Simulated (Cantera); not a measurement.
Charge: 1 mol Si, 0.87 mol Br2, held at 627 °C and 8.20 Pa.

Cantera equilibrium calculation (NASA polynomials, part measured and part estimated; ideal gas, pure solids and liquids). Candidate condensed phases: Br2, Si; 9 gas species. The tables' values for SiBr3 are old estimates; treat these amounts as uncertain. Kinetics and transport are ignored.

Base state: SiBr4 0.968, SiBr2 0.0256, SiBr3 0.00654 (mole fractions); condensed: Si(s).

Task: What changes in the equilibrium state with this change: temperature from 627 °C to 550 °C?

Result: 
```
species      before    after
----------  -------  -------
SiBr4         0.968    0.994
SiBr2        0.0256  0.00391
SiBr3       0.00654  0.00174
Si(s), mol    0.559    0.564
```
